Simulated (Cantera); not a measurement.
Charge: 1 mol Ta2O5, 1.1 mol CH4, 0.7 mol CO, at 2575 K and 750 Torr.

Method: chemical equilibrium by Gibbs-energy minimisation in Cantera with the NASA 1993 tables (ideal gas, pure condensed phases). Candidate condensed phases: C, C6H6, C7H8, C8H18, H2O, Ta, TaC, Ta2O5; 113 gas species. Mutual solubility and eutectic melting of coexisting phases are not modelled. Condensed phases not in the tables: Ta2C, N, O or C dissolved in the metal. Kinetics and transport are ignored.

Base state: H2 0.525, CO 0.443, H 0.0251, H2O 0.00482, TaO2 0.00122, CO2 0.000636, TaO 0.000318, OH 5.20e-5 (mole fractions); condensed: Ta(s) + Ta2O5(l).

Task: What changes in the equilibrium state with this change: temperature from 2575 K to 1773.15 K?

Result: 
```json
[
 {"species": "H2", "before": "0.525", "after": "0.594"},
 {"species": "CO", "before": "0.443", "after": "0.402"},
 {"species": "H2O", "before": "0.00482", "after": "0.00347"},
 {"species": "H", "before": "0.0251", "after": "0.000220"},
 {"species": "TaO2", "before": "0.00122", "after": "3.82e-9"},
 {"species": "TaO", "before": "0.000318", "after": "<1e-9"},
 {"species": "OH", "before": "5.20e-5", "after": "7.95e-8"},
 {"species": "CO2", "before": "0.000636", "after": "0.000632"},
 {"species": "Ta(s), mol", "before": "0.447", "after": "0"},
 {"species": "Ta2O5(l), mol", "before": "0.773", "after": "0"},
 {"species": "TaC(s), mol", "before": "0", "after": "0.319"},
 {"species": "Ta2O5(s), mol", "before": "0", "after": "0.841"}
]
```
TaC: taken at fixed stoichiometry. Condensed phases not in the tables: Ta2C.
